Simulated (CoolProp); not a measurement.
Vapour-liquid equilibrium of isobutane (1) + n-butane (2) at 102.85 °C; x and y are mole fractions of (1).

Model: multi-fluid Helmholtz-energy mixture model, Bücker 2006 and Bücker 2006; pair parameters Kunz 2012, in CoolProp.

### Question
Give the bubble pressure and the first vapour's composition at x = 0.2, 0.35, 0.5. Is there an azeotrope?

### Answer
x = 0.2: 1702 kPa, y = 0.227; x = 0.35: 1770 kPa, y = 0.387; x = 0.5: 1841 kPa, y = 0.539. No azeotrope shows between x = 0.05 and 0.95.

The pair parameters rest on a limited set of measurements; away from them the model extrapolates.
